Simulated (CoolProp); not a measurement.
Chlorine along the isobar 20 MPa: density (kg/m³) from the reference equation and from simpler models built on Tc = 416.9 K, pc = 7.642 MPa, ω = 0.070; each cubic takes its own stable root.

Computed with CoolProp (reference Helmholtz-energy equation of state, Thol 2021).

```tsv
T (K)	phase	reference
323.9	liquid	1373
332.3	liquid	1349
340.7	liquid	1325
349.1	liquid	1300
357.5	liquid	1275
365.9	liquid	1249
374.3	liquid	1222
382.7	liquid	1194
391.1	liquid	1166
399.5	liquid	1137
407.9	liquid	1106
416.3	liquid	1075
```

### Question
How far does each simpler model (van der Waals, Redlich-Kwong, Soave-Redlich-Kwong) lie from the reference over these 12 states: mean and median of the absolute difference, and the worst?

### Answer
- van der Waals: mean 30.9 %, median 31.1 %, worst -33.1 % at 323.9 K and 20 MPa
- Redlich-Kwong: mean 8.6 %, median 8.5 %, worst -10.3 % at 416.3 K and 20 MPa
- Soave-Redlich-Kwong: mean 8.2 %, median 8.0 %, worst -10.3 % at 416.3 K and 20 MPa
